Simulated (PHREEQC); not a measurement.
Solution (35 °C): 0.002 mol PbCl2 and 0.056 mol NaNO3 per kg of water. Closed to the air; pH follows from the charge balance.

The numbers come from PHREEQC with the ion-association model, phreeqc.dat.

The ionic strength comes out as 0.0608 mol/kgw. What activity coefficients do NO3-, PbOH+, PbNO3+, Pb+2, H+ get?

NO3- 0.79, PbOH+ 0.81, PbNO3+ 0.81, Pb+2 0.42, H+ 0.84.

This is a speciation only: nothing precipitates in the calculation. Complexes and solids missing from the database can't appear.
